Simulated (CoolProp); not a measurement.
Saturated liquid density (kg/m³) of 1-butene: the reference equation beside estimates from Tc = 419.3 K, pc = 4006 kPa, ω = 0.192. Rackett uses Z = 0.29056 − 0.08775 ω.

The numbers come from the reference Helmholtz-energy equation of state, Lemmon 2005 in CoolProp. It is a short technical equation, of lower accuracy than the large ones.

```
T (K)  reference  Rackett  van der Waals  Redlich-Kwong  Soave-Redlich-Kwong  Peng-Robinson
-----  ---------  -------  -------------  -------------  -------------------  -------------
195.2      703.3    695.8          430.6          640.5                646.9          727.2
212.3      685.3    679.1          421.1          625.1                633.2          712.7
229.5      667.0    661.7          411.1          608.4                618.2          696.7
246.7      648.2    643.7          400.5          590.3                601.8          679.1
263.9      629.0    624.8          389.2          570.9                583.9          659.8
281.1      609.0    605.1          377.2          549.8                564.2          638.3
298.3      588.0    584.2          364.3          526.9                542.4          614.5
315.5      565.7    561.9          350.2          501.8                518.2          587.6
332.7      541.6    537.7          334.9          474.2                491.0          557.1
349.9      515.0    511.2          317.7          443.3                460.0          522.0
367.1      484.9    481.2          298.2          408.1                424.0          480.7
384.3      448.9    445.4          275.0          366.7                380.8          430.4
```

Absolute difference from the reference over all 12 rows, mean and median: Rackett 0.8 and 0.7 %, van der Waals 38.3 and 38.3 %, Redlich-Kwong 11.4 and 10.1 %, Soave-Redlich-Kwong 9.0 and 7.9 %, Peng-Robinson 3.7 and 4.1 %.
